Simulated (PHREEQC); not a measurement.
PHREEQC input (ion-association model, wateq4f.dat):

```
SOLUTION_MASTER_SPECIES
  An  An-  0  An  62.0  # stands for a non-complexing anion
SOLUTION_SPECIES
  An- = An-
    -log_k 0
    -gamma 3.0 0
PHASES
  Fix_H+
    H+ = H+
    -log_k 0
SOLUTION 1
  temp 25
  units mmol/kgw
  pH 7 charge
  Cl 0.0032
  Sr 0.0016
  S(6) 0.45
  Zn 0.45
  Na 5
  An 5
END
SELECTED_OUTPUT 1
  -reset false
  -pH true
  -pe true
  -ionic_strength true
  -water true
  -totals Cl Na S Sr Zn S(-2) S(6)
  -molalities Hfo_wOH Hfo_wOH2+ Hfo_wO- Hfo_sOH Hfo_sOH2+ Hfo_sO- Hfo_wSO4- Hfo_wOHSO4-2 Hfo_sOZn+ Hfo_wOZn+
    Hfo_sOHSr+2 Hfo_wOSr+ Hfo_wOSrOH
  -saturation_indices Celestite Zn(OH)2-e Zn4(OH)6SO4 Zn5(OH)8Cl2 Halite Mirabilite Goslarite
USER_PUNCH 1
  -headings sigma psi
  10 PUNCH EDL("sigma", "Hfo"), EDL("psi", "Hfo")
PRINT
  -reset false
USE solution 1
SURFACE 1
  Hfo_wOH 0.000217978 600 0.097
  Hfo_sOH 5.44944e-06
EQUILIBRIUM_PHASES 1
  Fix_H+ -3 HAn 10
    -force_equality true
  O2(g) -0.68 10
END
# ... the last block is repeated for the other 16 points of pH, with NaOH or the acid as the point needs
```

Selected output (columns that matter, 17 of 17 rows; pH added in front):

```
pH	mu	Na	S	Sr	Zn	si_Celestite	si_Zn(OH)2-e	si_Zn4(OH)6SO4	si_Zn5(OH)8Cl2	si_Halite	si_Mirabilite	si_Goslarite	sigma	psi
3	0.0077026	0.005	0.00034774	1.6e-06	0.00045	-3.004	-9.0146	-28.131	-43.144	-9.4588	-7.2423	-5.2283	0.030325	0.092538
3.38	0.0070763	0.005	0.00034764	1.6e-06	0.00044999	-2.9775	-8.2501	-25.812	-40.079	-9.4558	-7.2176	-5.202	0.028679	0.091886
3.75	0.0068212	0.005	0.0003483	1.6e-06	0.00044997	-2.9654	-7.5083	-23.574	-37.108	-9.4546	-7.2063	-5.1901	0.027855	0.091361
4.12	0.0067133	0.005	0.00035007	1.6e-06	0.00044986	-2.9584	-6.7676	-21.346	-34.145	-9.4541	-7.1995	-5.1832	0.027204	0.090601
4.5	0.0066673	0.005	0.0003539	1.6e-06	0.00044928	-2.9517	-6.008	-19.061	-31.106	-9.4538	-7.1928	-5.1771	0.026317	0.089165
4.88	0.0066474	0.005	0.00036077	1.6e-06	0.00044747	-2.9426	-5.25	-16.779	-28.076	-9.4537	-7.1835	-5.1699	0.024928	0.086627
5.25	0.0066397	0.005	0.0003708	1.6e-06	0.00044508	-2.9306	-4.5128	-14.558	-25.13	-9.4537	-7.1712	-5.1603	0.023027	0.082869
5.62	0.0066366	0.005	0.00038353	1.6e-06	0.00044198	-2.9161	-3.7765	-12.338	-22.188	-9.4537	-7.1562	-5.149	0.020767	0.078017
6	0.0066165	0.005	0.00039731	1.6e-06	0.00043202	-2.9004	-3.0271	-10.084	-19.201	-9.4536	-7.1401	-5.1436	0.018535	0.072835
6.38	0.0065476	0.005	0.00040728	1.6e-06	0.00040567	-2.8876	-2.2949	-7.9027	-16.3	-9.4533	-7.1271	-5.1587	0.017293	0.069927
6.75	0.0065201	0.0050673	0.00041026	1.6e-06	0.0003721	-2.8825	-1.5936	-5.8327	-13.533	-9.4473	-7.1104	-5.1925	0.017899	0.071579
7.12	0.0064977	0.0051192	0.00041054	1.6e-06	0.00034738	-2.8807	-0.8865	-3.7427	-10.738	-9.4428	-7.0997	-5.2237	0.019747	0.076167
7.5	0.0064885	0.0051622	0.00041372	1.6e-06	0.00033311	-2.8764	-0.1543	-1.5696	-7.837	-9.4391	-7.088	-5.2471	0.022041	0.081342
7.88	0.0064876	0.0052221	0.00042151	1.6e-06	0.00032742	-2.8674	0.5664	0.5628	-4.9934	-9.4342	-7.0687	-5.277	0.02403	0.085453
8.25	0.0064659	0.0053553	0.0004319	1.6e-06	0.00032777	-2.8541	1.2005	2.3729	-2.563	-9.4233	-7.0331	-5.3693	0.024549	0.086556
8.62	0.0064049	0.0056025	0.00044192	1.6e-06	0.00033158	-2.8384	1.6434	3.4202	-1.088	-9.4034	-6.978	-5.6506	0.02177	0.081066
9	0.0063624	0.0058076	0.0004478	1.5998e-06	0.00033565	-2.8285	1.8422	3.4654	-0.8534	-9.3874	-6.9366	-6.2019	0.015776	0.066469
```

Along this series the solution becomes supersaturated in solids that the run did not let form, among them Zn(OH)2-e, Zn4(OH)6SO4. Species that the database lacks are ignored. The oxide is taken as insoluble; below pH 4 it would dissolve.
